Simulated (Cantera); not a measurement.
Feed: 1 mol MgO, 0.062 mol Br2, 1.2 mol N2, at 590000 Pa.

Cantera equilibrium calculation (NASA polynomials, part measured and part estimated; ideal gas, pure solids and liquids). Candidate condensed phases: Br2, Mg, MgBr2, MgO; 17 gas species. Equilibrium is a limit: real reactors are often held back by kinetics, nucleation or transport.

x: gas mole fraction; n: condensed amount in mol.

```
T (°C)   x N2   x Br2     x Br   x MgBr2  x O2  n MgO(s)
------  -----  ------  -------  --------  ----  --------
952     0.949  0.0467  0.00448   6.40e-5     ?     1.000
1002    0.948  0.0456  0.00647  0.000123     ?     1.000
1052    0.946  0.0442  0.00905  0.000223     ?     1.000
1102    0.945  0.0423   0.0123  0.000383     ?     1.000
1152    0.943  0.0400   0.0162  0.000626     ?     0.999
1202    0.941  0.0372   0.0208  0.000977     ?     0.999
1252    0.938  0.0341   0.0259   0.00146     ?     0.998
1302    0.935  0.0305   0.0314   0.00208     ?     0.997
1352    0.932  0.0267   0.0372   0.00285     ?     0.996
1402    0.929  0.0228   0.0429   0.00374     ?     0.995
```

**Question.** Some entries are withheld; supply them.

**Answer.** 
- 952, x O2: 3.04e-5
- 1002, x O2: 5.83e-5
- 1052, x O2: 0.000106
- 1102, x O2: 0.000181
- 1152, x O2: 0.000296
- 1202, x O2: 0.000461
- 1252, x O2: 0.000685
- 1302, x O2: 0.000975
- 1352, x O2: 0.00133
- 1402, x O2: 0.00174
